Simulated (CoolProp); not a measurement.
A Linde-Hampson liquefier for CF4 (R14): isothermal reversible compression at 280 K from 1 atm to 20 MPa, throttling to 1 atm, return gas leaving the recuperator 5 K below the feed. Each further row changes one setting.

Model: reference Helmholtz-energy equation of state, Platzer 1990, in CoolProp. This equation is an older, rougher fit; its heat capacities, sound speeds and derivatives of the liquid may be far off and weren't checked against measurements.

| case | liquid yield per pass | compression work (kJ/kg of gas) |
|---|---|---|
| as stated | [?] | 121 |
| high pressure 40 MPa | [?] | [?] |
| warm-end temperature 310 K | [?] | 141 |
| warm-end gap 10 K | [?] | 121 |

Task: What belongs in the gaps?

Result: 
- as stated, liquid yield per pass: 0.320
- high pressure 40 MPa, liquid yield per pass: 0.332
- high pressure 40 MPa, compression work (kJ/kg of gas): 140
- warm-end temperature 310 K, liquid yield per pass: 0.237
- warm-end gap 10 K, liquid yield per pass: 0.310
